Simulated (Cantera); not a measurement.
An isothermal, constant-pressure homogeneous reactor starts with 1.74 % H₂, 91.8 % O₂, 6.43 % H₂O, at 1300 K and 200 Pa.

Detailed kinetics in Cantera: GRI-Mech 3.0 (53 species, 325 reactions). Radical loss at walls, strong at low pressure, is not modelled.

x: mole fraction; the columns are a selection and need not sum to one.

```tsv
t (s)	x H₂	x O₂	x H	x OH	x H₂O	x HO₂
0.000100	0.0174	0.918	1.00e-9	3.15e-10	0.0643	…
0.000315	0.0174	0.918	2.19e-9	2.09e-9	0.0643	…
0.000992	0.0174	0.918	4.53e-9	1.15e-8	0.0643	…
0.00312	0.0174	0.918	2.11e-8	8.59e-8	0.0643	…
0.00984	0.0174	0.918	1.46e-6	6.54e-6	0.0643	…
0.0310	0.000833	0.904	0.00188	0.00378	0.0781	4.03e-7
0.0976	0.000510	0.904	0.00177	0.00357	0.0786	3.91e-7
0.307	0.000469	0.905	0.00156	0.00342	0.0788	3.78e-7
0.968	0.000366	0.908	0.00106	0.00303	0.0795	…
3.05	0.000191	0.912	0.000395	0.00219	0.0807	…
9.60	5.24e-5	0.916	5.65e-5	0.00115	0.0817	…
30.2	9.19e-6	0.917	4.13e-6	0.000483	0.0822	…
95.3	1.60e-6	0.917	2.99e-7	0.000202	0.0823	…
300	3.61e-7	0.918	3.22e-8	9.58e-5	0.0824	…
```

**Question.** Some entries are withheld; supply them.

**Answer.** 
- 0.000100, x HO₂: 1.31e-9
- 0.000315, x HO₂: 4.13e-9
- 0.000992, x HO₂: 1.30e-8
- 0.00312, x HO₂: 4.09e-8
- 0.00984, x HO₂: 1.31e-7
- 0.968, x HO₂: 3.41e-7
- 3.05, x HO₂: 2.50e-7
- 9.60, x HO₂: 1.15e-7
- 30.2, x HO₂: 3.34e-8
- 95.3, x HO₂: 1.36e-8
- 300, x HO₂: 1.61e-8
